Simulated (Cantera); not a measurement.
A closed system holds: 1 mol B₂O₃, 1.9 mol H₂, 5.2 mol N₂, at 1577 °C and 0.100 bar.

Equilibrium computed with Cantera from the NASA thermochemical tables; the gas is ideal and each condensed phase is pure. Candidate condensed phases: B, BN, B₂O₃, B₃O₃H₃, H₂O; 39 gas species. The numbers say what is thermodynamically allowed, not how fast it happens.

Base state: N₂ 0.660, H₂ 0.215, B₂O₃ 0.0673, HBO₂ 0.0298, HBO 0.0190, B₂O₂ 0.00585, BO 0.00118, H₂O 0.00106 (mole fractions); condensed: B₂O₃(l).

Task: What changes in the equilibrium state with this change: temperature from 1577 °C to 1527 °C?

Result: 
```json
[
 {"species": "N₂", "before": "0.660", "after": "0.692"},
 {"species": "H₂", "before": "0.215", "after": "0.235"},
 {"species": "B₂O₃", "before": "0.0673", "after": "0.0343"},
 {"species": "HBO₂", "before": "0.0298", "after": "0.0197"},
 {"species": "HBO", "before": "0.0190", "after": "0.0142"},
 {"species": "BO", "before": "0.00118", "after": "0.000593"},
 {"species": "B₂O₂", "before": "0.00585", "after": "0.00328"},
 {"species": "H", "before": "0.000790", "after": "0.000549"},
 {"species": "H₂O", "before": "0.00106", "after": "0.000835"},
 {"species": "B₂O₃(l), mol", "before": "0.226", "after": "0.588"}
]
```

Task: What changes in the equilibrium state with this change: temperature from 1577 °C to 1502 °C?

Result: 
```json
[
 {"species": "N₂", "before": "0.660", "after": "0.702"},
 {"species": "H₂", "before": "0.215", "after": "0.242"},
 {"species": "B₂O₃", "before": "0.0673", "after": "0.0241"},
 {"species": "HBO₂", "before": "0.0298", "after": "0.0158"},
 {"species": "HBO", "before": "0.0190", "after": "0.0121"},
 {"species": "BO", "before": "0.00118", "after": "0.000412"},
 {"species": "B₂O₂", "before": "0.00585", "after": "0.00240"},
 {"species": "B₂O₃(l), mol", "before": "0.226", "after": "0.699"}
]
```
